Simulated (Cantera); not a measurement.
A perfectly stirred reactor is fed with CH4 : H2 = 1 : 13 (molar parts), at 200 Pa; it is held at 1050 K, and followed from long to short residence time.

Detailed kinetics in Cantera: GRI-Mech 3.0 (53 species, 325 reactions). GRI-Mech 3.0 stops at C3 and has no aromatics, soot or wall deposition, so with more carbon than oxygen in the feed, carbon stays in small species such as C2H2 where larger ones or solid carbon would form. Radical loss at walls, strong at low pressure, is not modelled.

Q: What does this change do: temperature 1050 to 1550 K?

A: 
| quantity | before | after |
|---|---|---|
| x(CH4) at τ = 21.0 s | 0.0714 | 0.0399 |
| x(H2) at τ = 21.0 s | 0.929 | 0.945 |
| x(CH3) at τ = 21.0 s | 3.41e-9 | 0.000345 |
| x(C2H4) at τ = 21.0 s | <1e-12 | 9.61e-5 |
| x(H) at τ = 21.0 s | 2.49e-9 | 0.000403 |
| x(CH4) at τ = 82.0 ms | 0.0714 | 0.0714 |
| x(H2) at τ = 82.0 ms | 0.929 | 0.929 |
| x(CH3) at τ = 82.0 ms | 1.33e-11 | 2.51e-5 |
| x(C2H4) at τ = 82.0 ms | <1e-12 | 2.88e-7 |
| x(H) at τ = 82.0 ms | 9.77e-12 | 1.61e-5 |
